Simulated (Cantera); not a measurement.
A Cantera script and what it prints.

```python
import numpy as np
import cantera as ct

gas_names = [...]  # 130 gases of nasa_gas.yaml made of C, H, Mg, O, S
cond_names = """
    C(gr) C6H6(L) C7H8(L) C8H18(L),n-octa H2O(s) H2O(L) H2SO4(L) Mg(cr) Mg(L) MgCO3(s) MgO(s) MgO(L)
    MgO2H2(s) MgS(s) MgSO4(s) MgSO4(L) S(cr1) S(cr2) S(L)
""".split()


# ... load() reads the species with a 1 bar reference pressure and builds the phases ...
atoms = {
    'MgCO3': {'Mg': 1, 'C': 1, 'O': 3},
    'SO3': {'S': 1, 'O': 3},
    'H2O': {'H': 2, 'O': 1},
    'O2': {'O': 2},
}
top_T = {'C(gr)': 4500, 'MgS(s)': 2250}  # K; cautious upper limits of use, not melting points


# ... equilibrate(T, P, feed) seeds the gas with the atoms and calls Mixture.equilibrate('TP', solver="vcs", rtol=1e-11, max_steps=5000) ...
results = []
feed = {'MgCO3': 1, 'SO3': 0.48, 'H2O': 4.3, 'O2': 0.36}  # mol
P = 1700000  # Pa
for T in [1323, 1423, 1523, 1623, 1723, 1823, 1923]:
    mix = equilibrate(T, P, feed)
    results.append((T, P, feed, dict(zip(mix.species_names, mix.species_moles))))

top = {s: max(r[3][s] / sum(r[3][g] for g in gas_names) for r in results) for s in gas_names}
cols = sorted((s for s in top if top[s] > 0.0001), key=lambda s: -top[s])[:8]
seen = [c for c in cond_names if any(r[3].get(c, 0) > 1e-12 for r in results)]
print("log10 of partial pressures in bar; condensed amounts in mol")
print(f"{'T/K':>10s}" + "".join(f"{s[:9]:>10s}" for s in cols + seen))
for T, P, feed, n in results:
    ng = sum(n[g] for g in gas_names)
    print(f"{T:10.4g}" + "".join(f"{np.log10(max(n[s] / ng * P / 1e5, 1e-99)):10.3f}" for s in cols)
          + "".join(f"{n.get(c, 0):10.4g}" for c in seen))
```

Result:

```
log10 of partial pressures in bar; condensed amounts in mol
       T/K       H2O       CO2        O2       SO2       SO3        OH    MgO(s)  MgSO4(s)  MgSO4(L)
      1323     1.105     0.472     0.056    -0.853    -1.806    -3.629    0.5726    0.4274         0
      1423     1.061     0.427     0.192     0.075    -1.076    -3.166    0.9957         0  0.004268
      1523     1.060     0.426     0.197     0.090    -1.289    -2.772         1         0         0
      1623     1.059     0.426     0.199     0.096    -1.483    -2.428         1         0         0
      1723     1.059     0.426     0.201     0.100    -1.656    -2.123         1         0         0
      1823     1.059     0.426     0.201     0.102    -1.811    -1.853         1         0         0
      1923     1.059     0.425     0.201     0.103    -1.949    -1.610    0.9999         0         0
```

Method: chemical equilibrium by Gibbs-energy minimisation in Cantera with the NASA 1993 tables (ideal gas, pure condensed phases). Mutual solubility and eutectic melting of coexisting phases are not modelled.
